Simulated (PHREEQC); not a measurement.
A column of 1 m (30 cells, dispersivity 0.08 m, 720 s a shift, diffusion coefficient 3e-10 m²/s) holds 0.01 eq of the database's cation exchanger X per kg of pore water, first in equilibrium with 1.5 mmol/kgw NH4Cl, 29 mmol/kgw NaCl and 0.01 mmol/kgw HCl. It is flushed with 0.0065 mol/kgw NaCl, 0.0031 mol/kgw Na2SO4 and 1e-05 mol/kgw HCl, at 15 °C. Values are for the last cell. No CO2 enters from the air. Nothing may precipitate in this run.

Base run: PHREEQC, ion-association model, phreeqc.dat. Each further column changes one thing. The table gives NH4 in solution (mol/kgw).

```json
[
 {"pore volumes": "0", "base": "0.00150", "exchange capacity from 0.01 to 0.005 eq/kgw": "0.00150", "dispersivity from 0.08 to 0.16 m": "0.00150"},
 {"pore volumes": "0.4167", "base": "0.00149", "exchange capacity from 0.01 to 0.005 eq/kgw": "0.00149", "dispersivity from 0.08 to 0.16 m": "0.00144"},
 {"pore volumes": "0.8167", "base": "0.00118", "exchange capacity from 0.01 to 0.005 eq/kgw": "0.00116", "dispersivity from 0.08 to 0.16 m": "0.00110"},
 {"pore volumes": "1.217", "base": "0.000829", "exchange capacity from 0.01 to 0.005 eq/kgw": "0.000756", "dispersivity from 0.08 to 0.16 m": "0.000814"},
 {"pore volumes": "1.617", "base": "0.000657", "exchange capacity from 0.01 to 0.005 eq/kgw": "0.000526", "dispersivity from 0.08 to 0.16 m": "0.000642"},
 {"pore volumes": "2.017", "base": "0.000566", "exchange capacity from 0.01 to 0.005 eq/kgw": "0.000381", "dispersivity from 0.08 to 0.16 m": "0.000533"},
 {"pore volumes": "2.417", "base": "0.000493", "exchange capacity from 0.01 to 0.005 eq/kgw": "0.000272", "dispersivity from 0.08 to 0.16 m": "0.000453"},
 {"pore volumes": "2.817", "base": "0.000421", "exchange capacity from 0.01 to 0.005 eq/kgw": "0.000189", "dispersivity from 0.08 to 0.16 m": "0.000385"},
 {"pore volumes": "3.217", "base": "0.000352", "exchange capacity from 0.01 to 0.005 eq/kgw": "0.000128", "dispersivity from 0.08 to 0.16 m": "0.000327"},
 {"pore volumes": "3.617", "base": "0.000288", "exchange capacity from 0.01 to 0.005 eq/kgw": "8.50e-5", "dispersivity from 0.08 to 0.16 m": "0.000275"},
 {"pore volumes": "4.017", "base": "0.000232", "exchange capacity from 0.01 to 0.005 eq/kgw": "5.55e-5", "dispersivity from 0.08 to 0.16 m": "0.000231"}
]
```
